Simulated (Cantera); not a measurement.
A closed system holds: 1 mol SiHCl3, 48 mol N2, 0.52 mol H2, 0.12 mol NH3, equilibrated at 750 K and 6800 Pa.

Equilibrium computed with Cantera from the NASA thermochemical tables; the gas is ideal and each condensed phase is pure. Candidate condensed phases: NH4Cl, Si, Si3N4; 28 gas species. Equilibrium is a limit: real reactors are often held back by kinetics, nucleation or transport.

Base state: N2 0.953, HCl 0.0314, H2 0.00832, SiCl4 0.00716 (mole fractions); condensed: Si3N4(s).

### Question
What changes in the equilibrium state with this change: temperature from 750 K to 1723.15 K?

### Answer
```tsv
species	before	after
N2	0.953	0.947
HCl	0.0314	0.0231
SiCl2	<1e-9	0.0169
SiCl4	0.00716	4.91e-5
H2	0.00832	0.0121
Cl	<1e-9	0.000114
SiCl3	8.53e-9	0.000665
H	<1e-9	7.70e-5
SiCl	<1e-9	1.22e-5
Si3N4(s), mol	0.214	0.0357
```
The tables' values for SiCl3, SiCl are old estimates; treat these amounts as uncertain.
